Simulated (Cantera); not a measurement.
Input (Python, Cantera) and output of one run.

```python
import numpy as np
import cantera as ct

gas_names = """
    O2 SO2
""".split()
cond_names = """
    S(cr1) S(cr2) S(L)
""".split()


def load(file, names, dense=False):
    # The tables refer to 1 bar. Condensed volumes are neglected.
    table = {s.name: s for s in ct.Species.list_from_file(file)}
    out = []
    for n in names:
        d = dict(table[n].input_data)
        d["thermo"] = dict(d["thermo"], **{"reference-pressure": 1e5})
        if dense:
            d["equation-of-state"] = {"model": "constant-volume", "density": "1e6 g/cm^3"}
        out.append(ct.Species.from_dict(d))
    return out


species = {s.name: s for s in load("nasa_gas.yaml", gas_names) + load("nasa_condensed.yaml", cond_names)}
# Each term lists the table entries of one substance; the one whose range holds T is used.
reactions = {
    'S + O2(g) = SO2(g)':
        [(-1, ['S(cr1)', 'S(cr2)', 'S(L)']), (-1, ['O2']), (1, ['SO2'])],
}


def pick(names, T):
    return next(species[n] for n in names if species[n].thermo.min_temp <= T <= species[n].thermo.max_temp)


results = []
for label, terms in reactions.items():
    print(label)
    print("     T/K   dH/kJ  dS/(J/K)   dG/kJ   log10 K")
    for T in [373, 448, 523, 598, 673, 748, 823, 898, 973]:
        used = [(nu, pick(names, T)) for nu, names in terms]
        dH = sum(nu * s.thermo.h(T) for nu, s in used) / 1e6
        dS = sum(nu * s.thermo.s(T) for nu, s in used) / 1e3
        dG = dH - T * dS / 1e3
        logK = -dG * 1e6 / (ct.gas_constant * T * np.log(10))
        results.append((label, T, dH, dS, dG, logK, [s.name for _, s in used]))
        print(f"{T:8g} {dH:8.1f} {dS:8.1f} {dG:8.1f} {logK:8.2f}")
```

It prints:

```
S + O2(g) = SO2(g)
     T/K   dH/kJ  dS/(J/K)   dG/kJ   log10 K
     373   -298.1      7.2   -300.8    42.13
     448   -301.4     -0.9   -301.0    35.09
     523   -303.3     -4.9   -300.7    30.04
     598   -304.9     -7.8   -300.3    26.23
     673   -306.1     -9.7   -299.6    23.25
     748   -307.1    -11.0   -298.8    20.87
     823   -308.0    -12.2   -298.0    18.91
     898   -309.0    -13.4   -297.0    17.28
     973   -310.2    -14.6   -295.9    15.89
```

Cantera with NASA thermochemical tables; ideal gases at 1 bar, condensed phases pure. Condensed species are held in their standard states even where they would react or evaporate.
